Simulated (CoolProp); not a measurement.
Vapour-liquid equilibrium of benzene (1) + cyclohexane (2) at 239 kPa; x and y are mole fractions of (1).

Model: multi-fluid Helmholtz-energy mixture model, Thol 2012 and Zhou 2014; pair parameters Bell 2016, in CoolProp.

| x | bubble temperature (°C) | y at the bubble point | dew temperature at overall composition x (°C) | liquid density (mol/L) |
|---|---|---|---|---|
| 0.05 | 111.5 | 0.066 | 111.7 | … |
| 0.15 | 110.2 | 0.184 | 110.6 | 8.392 |
| 0.25 | 109.3 | 0.288 | 109.6 | 8.554 |
| 0.35 | 108.6 | 0.382 | … | 8.720 |
| 0.45 | 108.2 | 0.470 | 108.3 | 8.892 |
| 0.55 | 108.1 | 0.554 | 108.1 | 9.070 |
| 0.65 | 108.1 | 0.639 | 108.1 | 9.256 |
| 0.75 | 108.4 | … | 108.6 | 9.449 |
| 0.85 | … | 0.823 | 109.3 | 9.649 |
| 0.95 | 110.1 | 0.935 | 110.2 | 9.855 |

### Question
Complete the blanks.

### Answer

- 0.05, liquid density (mol/L): 8.235
- 0.35, dew temperature at overall composition x (°C): 108.8
- 0.75, y at the bubble point: 0.727
- 0.85, bubble temperature (°C): 109.1

y crosses x between x = 0.55 and 0.65: the model has an azeotrope there.

Pair parameters are fitted to limited data, so mixtures are less certain than the pure fluids.
